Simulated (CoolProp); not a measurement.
Values from CoolProp's reference Helmholtz-energy equation of state, Marx 1992.

Q: For R113, give the phase and the Z, speed of sound (m/s), Joule-Thomson coefficient (K/MPa), isothermal compressibility (1/MPa) at 464.4 K and 50.5 bar.

A: 
- 464.4 K and 50.5 bar: liquid; Z 0.225, speed of sound 252, Joule-Thomson coefficient 0.792, isothermal compressibility 0.0213
